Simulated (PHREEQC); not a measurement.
1 kg of water holding 170 mmol/kgw KHCO3, 24 mmol/kgw K2CO3 and 5.9 mmol/kgw KCl is evaporated at 20 °C; the solids stay in contact with the brine. The system is closed to CO2. The run lets Kalicinite, Sylvite precipitate or redissolve, and no other solid.

All values are PHREEQC results (Pitzer model, pitzer.dat), not measurements.

Question: Predict ionic strength, Cl in solution (mol/kgw) at water left (kg) = 0.8219, 0.6755, 0.01627.

Answer: 
```tsv
water left (kg)	ionic strength	Cl in solution (mol/kgw)
0.8219	0.302	0.00718
0.6755	0.367	0.00873
0.01627	7.78	0.363
```
